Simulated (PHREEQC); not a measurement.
Solution (20 °C): 0.0038 mol HF, 8.8e-05 mol (CH3)4NF and 0.0054 mol ZnBr2 per kg of water. It is in equilibrium with CO2 at log p = -3.4 (atm). Otherwise closed; pH follows from the charge balance.

Computed with PHREEQC (ion-association model, wateq4f.dat).

Precipitation was switched off in this run.

Order these F species by the share of F that they hold, largest first: H2F2, HF, ZnF+, HF2-, F-.

HF (59 %), F- (38 %), ZnF+ (1.6 %), H2F2 (0.85 %), HF2- (0.64 %)

The pH is 2.88 and the ionic strength 0.0176 mol/kgw. Species that the database lacks are ignored. (CH3)4N+ isn't in the database: it is added as a free cation with an ion size of 4 Å.
